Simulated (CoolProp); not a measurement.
Ethanol at several states: fugacity coefficient from the reference equation and from simpler models built on Tc = 241.6 °C, pc = 6268 kPa, ω = 0.644; each cubic takes its own stable root.

Model: reference Helmholtz-energy equation of state, Schroeder 2014, in CoolProp.

| T (°C) | p (kPa) | phase | reference | van der Waals | Redlich-Kwong | Soave-Redlich-Kwong |
|---|---|---|---|---|---|---|
| -43.95 | 11.3 | liquid | 0.003292 | ? | 0.2151 | ? |
| 167.05 | 583 | gas | 0.9407 | 0.9600 | 0.9509 | 0.9431 |
| 40.15 | 471 | liquid | 0.03827 | ? | 0.3093 | ? |
| 83.25 | 1180 | liquid | ? | 0.8680 | 0.3991 | ? |

Q: Complete the blanks.

A: 
- -43.95, van der Waals: 0.9967
- -43.95, Soave-Redlich-Kwong: 0.001872
- 40.15, van der Waals: 0.9299
- 40.15, Soave-Redlich-Kwong: 0.03677
- 83.25, reference: 0.1022
- 83.25, Soave-Redlich-Kwong: 0.1043

At some of these states van der Waals gives the other phase, because its saturation line lies elsewhere.
